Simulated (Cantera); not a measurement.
An adiabatic, constant-pressure homogeneous reactor starts with CH4 : O2 : N2 = 1 : 1.54 : 5.78 (molar parts), equivalence ratio 1.3, at 1473 K and 0.650 bar.

Computed with Cantera and GRI-Mech 3.0 (53 species, 325 reactions).

Question: Predict: time of steepest temperature rise; temperature at 9.00 s; equilibrium temperature; x(O2) at 9.00 s; x(H) at 9.00 s; x(H2) at 9.00 s.

Answer: 
- time of steepest temperature rise = 2.40 ms
- temperature at 9.00 s = 2711 K
- equilibrium temperature = 2711 K
- x(O2) at 9.00 s = 0.00459 (gas-phase equilibrium 0.00459)
- x(H) at 9.00 s = 0.0158 (gas-phase equilibrium 0.0158)
- x(H2) at 9.00 s = 0.0455 (gas-phase equilibrium 0.0455)
